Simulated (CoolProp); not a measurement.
Aqueous ethylene glycol as a coolant, at 28 °C, 1 atm.

Model: Melinder's fits for secondary coolants, in CoolProp.

| mass % | freezing point (°C) | Prandtl number | conductivity (W/(m K)) | cp (kJ/(kg K)) | density (kg/m³) |
|---|---|---|---|---|---|
| 1.1 | -0.3 | 5.87 | 0.607 | 4.166 | 997.0 |
| 7.2 | -2.3 | 6.90 | 0.577 | 4.087 | 1005 |
| 13.3 | -4.7 | 8.28 | 0.548 | 4.008 | 1013 |
| 19.3 | -7.6 | 9.94 | (withheld) | (withheld) | 1020 |
| 25.4 | -11.2 | 11.9 | 0.492 | 3.823 | 1028 |
| 31.5 | -15.8 | 14.3 | 0.466 | (withheld) | 1037 |
| 37.6 | -21.3 | 17.1 | (withheld) | 3.598 | 1045 |
| 43.6 | -27.8 | (withheld) | 0.418 | 3.480 | 1053 |
| 49.7 | -35.6 | 24.4 | 0.395 | (withheld) | 1060 |
| 55.8 | -44.5 | (withheld) | 0.374 | 3.236 | 1067 |

**Question.** Some entries are withheld; supply them.

**Answer.** 
- 19.3, conductivity (W/(m K)): 0.520
- 19.3, cp (kJ/(kg K)): 3.922
- 31.5, cp (kJ/(kg K)): 3.714
- 37.6, conductivity (W/(m K)): 0.441
- 43.6, Prandtl number: 20.3
- 49.7, cp (kJ/(kg K)): 3.359
- 55.8, Prandtl number: 29.2
